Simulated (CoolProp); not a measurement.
Vapour-liquid equilibrium of toluene (1) + ethylbenzene (2) at 108.25 °C; x and y are mole fractions of (1).

Model: multi-fluid Helmholtz-energy mixture model, Lemmon 2006 and Zhou 2012; pair parameters Bell 2016, in CoolProp.

| x | bubble pressure, mixture model (MPa) | bubble pressure, Raoult's law (MPa) | y, mixture model | y, Raoult's law |
|---|---|---|---|---|
| 0.05 | 0.04741 | 0.04734 | 0.100 | 0.100 |
| 0.2 | 0.05466 | 0.05483 | 0.337 | 0.346 |
| 0.35 | 0.06167 | 0.06231 | 0.519 | 0.532 |
| 0.5 | 0.06876 | 0.06980 | 0.667 | 0.679 |
| 0.65 | 0.07616 | 0.07728 | 0.791 | 0.797 |
| 0.8 | 0.08394 | 0.08477 | 0.893 | 0.894 |
| 0.95 | 0.09202 | 0.09225 | 0.977 | 0.976 |

The largest gap from Raoult's law is -1.5 % in bubble pressure, at x = 0.5. No azeotrope shows between x = 0.05 and 0.95.

Pair parameters are fitted to limited data, so mixtures are less certain than the pure fluids.
